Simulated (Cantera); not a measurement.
Feed: 1 mol Si, 4 mol Cl2, a varied amount of H2, equilibrated at 202 °C and 0.133 bar.

Cantera equilibrium calculation (NASA polynomials, part measured and part estimated; ideal gas, pure solids and liquids). Candidate condensed phases: Si; 19 gas species. Kinetics and transport are ignored.

x: gas mole fraction; nothing condenses.

| n(H2) (mol) | x HCl | x Cl2 | x H2 | x SiCl4 | x SiHCl3 |
|---|---|---|---|---|---|
| 0.15 | 0.0952 | 0.587 | <1e-12 | 0.317 | <1e-12 |
| 0.2 | 0.125 | 0.562 | <1e-12 | 0.312 | <1e-12 |
| 0.27 | 0.165 | 0.529 | <1e-12 | 0.306 | <1e-12 |
| 0.36 | 0.214 | 0.488 | <1e-12 | 0.298 | <1e-12 |
| 0.48 | 0.276 | 0.437 | <1e-12 | 0.287 | <1e-12 |
| 0.64 | 0.352 | 0.374 | <1e-12 | 0.275 | <1e-12 |
| 0.85 | 0.442 | 0.299 | <1e-12 | 0.260 | <1e-12 |
| 1.1 | 0.537 | 0.220 | <1e-12 | 0.244 | <1e-12 |
| 1.5 | [?] | [?] | <1e-12 | [?] | <1e-12 |
| 2 | 0.800 | 2.84e-11 | 1.08e-11 | 0.200 | <1e-12 |
| 2.7 | [?] | <1e-12 | [?] | [?] | [?] |
| 3.6 | 0.606 | <1e-12 | 0.242 | 0.152 | 3.89e-8 |
| 4.8 | 0.513 | <1e-12 | 0.359 | 0.128 | 5.77e-8 |

### Question
Complete the blanks.

### Answer

- 2.7, x HCl: 0.702
- 2.7, x H2: 0.123
- 2.7, x SiCl4: 0.175
- 2.7, x SiHCl3: 1.97e-8
- 1.5, x HCl: 0.667
- 1.5, x Cl2: 0.111
- 1.5, x SiCl4: 0.222
